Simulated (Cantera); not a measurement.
Source: NASA polynomial tables (part measured, part estimated), evaluated in Cantera. Values are per mole of reaction as written; species without (g) are pure solids or liquids, kept so even where they would boil at 1 bar.

C + 2 O(g) ⇌ CO2(g)

| T (K) | ΔH° (kJ) | ΔS° (J/K) | ΔG° (kJ) | log10 K |
|---|---|---|---|---|
| 300 | … | … | … | … |
| 700 | -897.0 | -125.1 | -809.4 | 60.39 |
| 850 | -898.5 | -127.2 | -790.4 | 48.57 |
| 1000 | -900.0 | -128.7 | -771.2 | 40.28 |
| 1150 | … | … | … | … |
| 1300 | … | … | … | … |

Task: Fill in the missing entries.

Result: 
- 300, ΔH° (kJ): -891.9
- 300, ΔS° (J/K): -114.2
- 300, ΔG° (kJ): -857.6
- 300, log10 K: 149.32
- 1150, ΔH° (kJ): -901.3
- 1150, ΔS° (J/K): -130.0
- 1150, ΔG° (kJ): -751.8
- 1150, log10 K: 34.15
- 1300, ΔH° (kJ): -902.5
- 1300, ΔS° (J/K): -131.0
- 1300, ΔG° (kJ): -732.2
- 1300, log10 K: 29.42
